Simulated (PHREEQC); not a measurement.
1 kg of water holding 8.8 mmol/kgw NaCl, 8.5 mmol/kgw CaCl2, 71 mmol/kgw NaHCO3, 45 mmol/kgw MgSO4, 3.5 mmol/kgw MgCl2 and 56 mmol/kgw KCl is evaporated at 25 °C; the solids stay in contact with the brine. CO2 is held at log p = -3.4 (atm). Solids allowed: Arcanite, Calcite, Bischofite, Bloedite, Brucite, Burkeite, Carnallite, Epsomite, Gaylussite, Glaserite, Glauberite, Gypsum, Anhydrite, Halite, Hexahydrite, Kainite, Kalicinite, Kieserite, Leonite, Magnesite, Mirabilite, Misenite, Nahcolite, Natron, Pirssonite, Polyhalite, Portlandite, Schoenite, Sylvite, Syngenite, Thenardite, Trona, MgCl2_4H2O. Others were left out.

Equilibrium calculation in PHREEQC: Pitzer model, pitzer.dat.

```tsv
water left (kg)	ionic strength	water activity	Halite (mol)	Magnesite (mol)	Glaserite (mol)	Gypsum (mol)	Polyhalite (mol)
1.001	0.247	0.996	0	0.0309	0	0	0
0.5558	___	0.992	0	0.0312	0	0	0
0.3756	0.654	0.989	0	0.0313	0	0	0
0.2086	1.07	0.980	0	0.0354	0	___	0
0.116	1.88	0.965	0	0.0355	0	0.00673	0
0.06451	3.34	0.937	0	0.0355	0	0.00750	0
0.04368	4.90	0.904	0	0.0355	0	0.00784	0
0.02451	6.56	0.838	0	0.0355	___	0.00123	0.00348
0.01389	8.92	0.716	0	0.0355	0.00996	0	0.00247
0.009485	9.25	0.709	0.0275	0.0355	0.0111	0	0.00424
0.005467	10.2	0.686	0.0504	0.0355	0.0124	0	0.00425
```

**Question.** Complete the blanks.

**Answer.** 
- 0.5558, ionic strength: 0.443
- 0.2086, Gypsum (mol): 0.00544
- 0.02451, Glaserite (mol): 0.00455

Species that the database lacks are ignored.
